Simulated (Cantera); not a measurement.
## Equilibrium for tantalum, niobium, vanadium and zirconium in process gases: Ta(OEt)5 + CH4 + H2

Input: 1 mol Ta(OEt)5, 0.76 mol CH4, 160 mol H2, equilibrated at 0.133 bar.

These are equilibrium values from Cantera (NASA tables, ideal gas, pure condensed phases), not measurements of a reactor. Candidate condensed phases: C, C6H6, C7H8, C8H18, H2O, Ta, TaC, Ta2O5; 113 gas species. The feed counts by its element totals alone. TaC: taken at fixed stoichiometry. Condensed phases not in the tables: Ta2C. The numbers say what is thermodynamically allowed, not how fast it happens.

| T (K) | x H2 | x H | x CO | x C2H2 (acetylene) | n C(graphite) | n Ta2O5(s) | n TaC(s) |
|---|---|---|---|---|---|---|---|
| 1048 | 0.978 | 2.09e-8 | 0.0139 | 3.85e-9 | 7.02 | 0.500 | 0 |
| 1248 | 0.971 | 1.26e-6 | 0.0279 | 2.36e-7 | 4.52 | 0 | 1.00 |
| 1448 | 0.972 | 2.49e-5 | 0.0279 | 4.62e-6 | 4.68 | 0 | 1.00 |
| 1648 | 0.972 | 0.000240 | 0.0279 | 4.35e-5 | 4.71 | 0 | 1.00 |
| 1848 | 0.970 | 0.00143 | 0.0279 | 0.000250 | 4.66 | 0 | 1.00 |
| 2048 | 0.965 | 0.00602 | 0.0278 | 0.00101 | 4.39 | 0 | 1.00 |
| 2248 | 0.950 | 0.0196 | 0.0277 | 0.00315 | 3.61 | 0 | 1.00 |
| 2448 | 0.913 | 0.0521 | 0.0272 | 0.00789 | 1.82 | 0 | 1.00 |
| 2648 | 0.844 | 0.117 | 0.0263 | 0.0121 | 0 | 0 | 1.00 |
| 2848 | 0.736 | 0.227 | 0.0247 | 0.0109 | 0 | 0 | 1.000 |
x: gas mole fraction; n: condensed amount in mol.

At 1048 K the condensed part is C(graphite) + Ta2O5(s). From 1248 K to 2448 K the condensed part is C(graphite) + TaC(s). From 2648 K to 2848 K the condensed part is TaC(s).
